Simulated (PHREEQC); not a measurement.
Make-up at 25 °C: 0.0017 mol Ca(OH)2 per kg of water. Closed to the air; pH follows from the charge balance.

Computed with PHREEQC (ion-association model, phreeqc.dat).

This is a speciation only: nothing precipitates in the calculation.

Task: Estimate the pH.

Result: pH 11.48.

Task: In which forms is Ca present?

Result: Ca+2 96 %, CaOH+ 3.9 % of the Ca.
